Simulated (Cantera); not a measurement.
Charge: 1 mol Si₃N₄, 0.19 mol O₂, 81 mol H₂, equilibrated at 1648.15 K and 10.0 mbar.

Equilibrium computed with Cantera from the NASA thermochemical tables; the gas is ideal and each condensed phase is pure. Candidate condensed phases: H₂O, Si, SiO₂, Si₂N₂O, Si₃N₄; 35 gas species. The numbers say what is thermodynamically allowed, not how fast it happens.

Base state: H₂ 0.971, N₂ 0.0240, SiO 0.00456, H 0.000879, Si 2.58e-5 (mole fractions); condensed: Si(s).

Task: What changes in the equilibrium state with this change: Si₃N₄ replaced by SiC?

Result: 
```json
[
 {"species": "H₂", "before": "0.971", "after": "0.994"},
 {"species": "CO", "before": "0", "after": "0.00234"},
 {"species": "SiO", "before": "0.00456", "after": "0.00233"},
 {"species": "N₂", "before": "0.0240", "after": "0"},
 {"species": "Si", "before": "2.58e-5", "after": "5.43e-6"},
 {"species": "H", "before": "0.000879", "after": "0.000889"},
 {"species": "Si(s), mol", "before": "2.62", "after": "0"},
 {"species": "SiC(s), mol", "before": "0", "after": "0.810"}
]
```
Further candidate phases: C, C₆H₆, C₇H₈, C₈H₁₈, SiC.

Task: What changes in the equilibrium state with this change: temperature from 1648.15 K to 1225 K?

Result: 
```csv
species,before,after
H₂,0.971,0.998
N₂,0.0240,0.00156
H,0.000879,3.11e-6
SiO,0.00456,3.65e-9
Si,2.58e-5,<1e-9
"Si(s), mol",2.62,0
"Si₂N₂O(s), mol",0,0.380
"Si₃N₄(s), mol",0,0.747
```
Mutual solubility and eutectic melting of coexisting phases are not modelled.
